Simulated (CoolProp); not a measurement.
Vapour-liquid equilibrium of R113 (1) + n-heptane (2) at 18.55 °C; x and y are mole fractions of (1).

Model: multi-fluid Helmholtz-energy mixture model, Marx 1992 and Span 2003; pair parameters Bell 2016, in CoolProp.

| x | bubble pressure (MPa) | y at the bubble point | dew pressure at overall composition x (MPa) | liquid density (mol/L) |
|---|---|---|---|---|
| 0.05 | 0.006502 | 0.359 | 0.004587 | 6.901 |
| 0.2 | 0.01241 | 0.713 | 0.005354 | 7.104 |
| 0.35 | (withheld) | 0.829 | (withheld) | (withheld) |
| 0.5 | 0.02186 | (withheld) | 0.008036 | 7.544 |
| 0.65 | 0.02572 | 0.928 | 0.01070 | 7.785 |
| 0.8 | 0.02939 | 0.960 | 0.01589 | 8.044 |
| 0.95 | 0.03319 | 0.990 | 0.02823 | 8.325 |

Question: Complete the blanks.

Answer: 
- 0.35, bubble pressure (MPa): 0.01750
- 0.35, dew pressure at overall composition x (MPa): 0.006428
- 0.35, liquid density (mol/L): 7.318
- 0.5, y at the bubble point: 0.889

No azeotrope shows between x = 0.05 and 0.95.

Pair parameters are fitted to limited data, so mixtures are less certain than the pure fluids.
